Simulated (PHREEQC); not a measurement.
Consider water at 59 °C with 0.24 mol/kgw Ni(NO3)2. Closed to the air; pH follows from the charge balance.

The numbers come from PHREEQC with the ion-association model, wateq4f.dat.

```csv
quantity,before,after
pH,5.04,5.12
ionic strength (mol/kgw),0.720,0.571
NiOH+ (mol/kgw),1.23e-5,1.02e-5
Ni(OH)2 (mol/kgw),7.04e-11,7.08e-11
```

Task: What was changed between the two runs?
(A) temperature from 59 to 85 °C
(B) Ni(NO3)2 from 0.24 to 0.36 mol/kgw
(C) Ni(NO3)2 from 0.24 to 0.12 mol/kgw
(D) temperature from 59 to 20 °C
(E) Ni(NO3)2 replaced by NiCl2 at the same molality

Result: E, Ni(NO3)2 replaced by NiCl2 at the same molality

This is a speciation only: nothing precipitates in the calculation. The ionic strength passes 0.7 mol/kgw, the rough limit of the ion-association models, in before. At this temperature some constants are extrapolated from 25 °C, and those without enthalpy data are left unchanged.
